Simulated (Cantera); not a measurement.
Input: 1 mol AlN, 0.016 mol N₂, at 0.00350 bar.

These are equilibrium values from Cantera (NASA tables, ideal gas, pure condensed phases), not measurements of a reactor. Candidate condensed phases: Al, AlN; 12 gas species. Ions and electrons are included (thermal ionisation). The numbers say what is thermodynamically allowed, not how fast it happens.

**Question.** At 2000 K, list the 3 most abundant gas species with their mole fractions, and the condensed phases.

**Answer.** N₂ 0.895, Al 0.105, Al₂ 1.17e-5. Condensed: AlN(s).
